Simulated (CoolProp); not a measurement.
trans-2-butene along the isotherm 251.85 °C: fugacity coefficient from the reference equation and from simpler models built on Tc = 155.5 °C, pc = 4019 kPa, ω = 0.210; each cubic takes its own stable root.

The numbers come from the reference Helmholtz-energy equation of state, Lemmon 2005 in CoolProp. It is a short technical equation, of lower accuracy than the large ones.

```tsv
p (kPa)	phase	reference	van der Waals	Redlich-Kwong	Peng-Robinson
155	gas	0.9932	0.9931	0.9928	0.9924
309	gas	0.9865	0.9863	0.9857	0.9849
464	gas	0.9798	0.9794	0.9786	0.9774
618	gas	0.9732	0.9726	0.9716	0.9700
773	gas	0.9665	0.9657	0.9645	0.9626
927	gas	0.9599	0.9590	…	0.9553
1080	gas	…	…	0.9507	0.9481
1240	gas	0.9467	0.9452	0.9435	0.9406
1390	gas	0.9403	0.9386	0.9368	0.9337
1550	gas	0.9336	…	…	0.9263
1700	gas	0.9273	0.9251	0.9231	0.9195
1850	gas	0.9211	0.9186	0.9165	0.9127
2010	gas	0.9145	0.9116	0.9095	0.9055
```

Q: What belongs in the gaps?

A: 
- 927, Redlich-Kwong: 0.9576
- 1080, reference: 0.9534
- 1080, van der Waals: 0.9522
- 1550, van der Waals: 0.9317
- 1550, Redlich-Kwong: 0.9297
